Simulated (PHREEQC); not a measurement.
1 kg of water holding 0.078 mol/kgw NaCl and 0.0077 mol/kgw Na2SO4 is evaporated at 75 °C; the solids stay in contact with the brine. The system is closed to CO2. Solids allowed: Halite, Mirabilite, Thenardite. Others were left out.

The series has 28 steps of water left (kg), from 1 to 0.005012.

Equilibrium calculation in PHREEQC: Pitzer model, pitzer.dat.

### Question
Which solids form, in which order, and at which step of the series does each first stand?

### Answer
Thenardite from water left = 0.01337 kg; Halite from water left = 0.01099 kg.

Complexes and solids missing from the database can't appear. Away from 25 °C the constants follow the database's enthalpies or fits; those with neither stay at their 25 °C values.
